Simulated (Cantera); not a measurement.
# Equilibrium for silicon carbide growth: SiCl4 + C3H8 + H2

Charge: 1 mol SiCl4, 0.011 mol C3H8, a varied amount of H2, held at 925 K and 0.00140 bar.

Equilibrium computed with Cantera from the NASA thermochemical tables; the gas is ideal and each condensed phase is pure. Candidate condensed phases: C, C6H6, C7H8, C8H18, Si, SiC; 109 gas species. The tables' values for SiCl3 are old estimates; treat these amounts as uncertain. The numbers say what is thermodynamically allowed, not how fast it happens.

From 9.1 mol H2 to 440 mol H2 the condensed part is Si(s) + SiC(s). The main Si-bearing gas is SiCl4 throughout. The share of Si in condensed phases is highest at 440 mol H2 (76.3 %) and lowest at 9.1 mol H2 (3.6 %).

```csv
n(H2) (mol),log p H2,log p SiCl4,log p HCl,log p SiHCl3,log p SiCl3,log p SiCl2,log p SiH2Cl2,n Si(s),n SiC(s)
9.1,-2.91,-3.94,-4.41,-4.88,-5.64,-5.74,-6.83,0.00330,0.0330
17,-2.89,-4.22,-4.46,-5.08,-5.85,-5.88,-6.95,0.0373,0.0330
33,-2.87,-4.54,-4.54,-5.31,-6.09,-6.04,-7.10,0.0972,0.0330
64,-2.87,-4.89,-4.62,-5.58,-6.36,-6.22,-7.27,0.194,0.0330
120,-2.86,-5.28,-4.72,-5.86,-6.64,-6.41,-7.45,0.331,0.0330
230,-2.86,-5.76,-4.84,-6.22,-7.00,-6.65,-7.69,0.522,0.0330
440,-2.86,-6.40,-4.99,-6.70,-7.48,-6.97,-8.01,0.730,0.0330
```
log p: log10 of the partial pressure in bar; n: condensed amount in mol.
